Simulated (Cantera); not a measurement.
A Cantera script and its output.

```python
import numpy as np
import cantera as ct

gas = ct.Solution("gri30.yaml")


def delay(T, t_max=10):
    gas.TPX = T, 37000, {'CH4': 1, 'O2': 1.43, 'N2': 5.37}
    reactor = ct.IdealGasReactor(gas, clone=False)
    net = ct.ReactorNet([reactor])
    net.rtol, net.atol = 1e-8, 1e-16
    while net.time < t_max:
        t_old, T_old = net.time, reactor.T
        net.step()
        if reactor.T > T + 400:  # ignition: a rise of 400 K
            return t_old + (T + 400 - T_old) / (reactor.T - T_old) * (net.time - t_old)
    return np.nan


taus = []
for T in [1300, 1400, 1500, 1600, 1700, 1800, 1900]:
    taus.append(delay(T))
    print(f"T0 = {T:6g} K   tau = {taus[-1]:.4e} s")
```

It prints:

```
T0 =   1300 K   tau = 2.8082e-02 s
T0 =   1400 K   tau = 7.9422e-03 s
T0 =   1500 K   tau = 2.6866e-03 s
T0 =   1600 K   tau = 1.0878e-03 s
T0 =   1700 K   tau = 5.0980e-04 s
T0 =   1800 K   tau = 2.6614e-04 s
T0 =   1900 K   tau = 1.5072e-04 s
```

Cantera simulation using GRI-Mech 3.0 (53 species, 325 reactions); the numbers are that mechanism's predictions, not measurements.
